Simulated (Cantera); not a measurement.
Feed: 1 mol B2O3, 2.2 mol HF, 2 mol O2, at 100 Torr.

Cantera equilibrium calculation (NASA polynomials, part measured and part estimated; ideal gas, pure solids and liquids). Candidate condensed phases: B, B2O3, B3O3H3, H2O; 43 gas species. Gases not in the tables: H3BO3. Equilibrium is a limit: real reactors are often held back by kinetics, nucleation or transport.

x: gas mole fraction; n: condensed amount in mol.

| T (°C) | x O2 | x BOF | x HF | x H2O | x BF3 | x HBO2 | x B3O3F3 | n B2O3(l) |
|---|---|---|---|---|---|---|---|---|
| 652 | 0.512 | 1.52e-5 | 0.118 | 0.220 | 0.136 | 6.12e-6 | 0.0127 | 0.652 |
| 727 | 0.510 | 9.31e-5 | 0.141 | 0.209 | 0.127 | 3.28e-5 | 0.0134 | 0.667 |
| 802 | 0.508 | 0.000439 | 0.162 | 0.197 | 0.118 | 0.000137 | 0.0137 | 0.681 |
| 877 | 0.505 | 0.00167 | 0.183 | 0.186 | 0.110 | 0.000466 | 0.0138 | 0.694 |
| 952 | 0.502 | 0.00536 | 0.202 | 0.174 | 0.102 | 0.00135 | 0.0135 | 0.702 |
| 1027 | 0.497 | 0.0148 | 0.217 | 0.163 | 0.0921 | 0.00340 | 0.0128 | 0.699 |
| 1102 | 0.488 | 0.0358 | 0.226 | 0.151 | 0.0800 | 0.00766 | 0.0115 | 0.675 |
| 1177 | 0.472 | 0.0758 | 0.225 | 0.139 | 0.0633 | 0.0156 | 0.00938 | … |
| 1252 | 0.447 | 0.139 | 0.208 | 0.127 | 0.0419 | 0.0294 | 0.00634 | … |
| 1327 | 0.417 | 0.215 | 0.173 | 0.117 | 0.0206 | 0.0519 | 0.00316 | … |
| 1402 | 0.389 | 0.277 | 0.127 | 0.107 | 0.00707 | 0.0863 | 0.00110 | … |
| 1477 | 0.385 | 0.284 | 0.128 | 0.104 | 0.00376 | 0.0868 | 0.000227 | … |

Question: Complete the blanks.

Answer: 
- 1177, n B2O3(l): 0.611
- 1252, n B2O3(l): 0.485
- 1327, n B2O3(l): 0.282
- 1402, n B2O3(l): 0.0182
- 1477, n B2O3(l): 0
